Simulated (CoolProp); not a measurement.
Properties of R236EA at several states.

Values from CoolProp's reference Helmholtz-energy equation of state, Rui 2013.

```
T (K)  p (kPa)   phase       Z  Joule-Thomson coefficient (K/MPa)  isothermal compressibility (1/MPa)  conductivity (mW/(m K))  fugacity coefficient
-----  -------  ------  ------  ---------------------------------  ----------------------------------  -----------------------  --------------------
389.9     5550  liquid  0.2354                             0.5128                             0.01605                     55.1                0.3374
251.1      178  liquid     ___                            -0.2912                            0.001461                      ___                0.1521
382.2     1370     gas  0.7809                                ___                              0.9908                     22.0                0.8205
351.9     6000  liquid  0.2447                           0.006059                            0.005887                      ___                0.1650
348.9     6000  liquid  0.2447                           -0.01389                                 ___                     67.1                0.1551
314.3     6000  liquid  0.2494                            -0.1741                                 ___                     77.7                   ___
```

### Question
Some entries are withheld; supply them.

### Answer

- 251.1, Z: 0.008276
- 251.1, conductivity (mW/(m K)): 98.4
- 382.2, Joule-Thomson coefficient (K/MPa): 14.50
- 351.9, conductivity (mW/(m K)): 66.2
- 348.9, isothermal compressibility (1/MPa): 0.005551
- 314.3, isothermal compressibility (1/MPa): 0.003074
- 314.3, fugacity coefficient: 0.06690

Thermal conductivity comes from a separate model (Huber 2003), an estimate that may be off by 10 % or more.
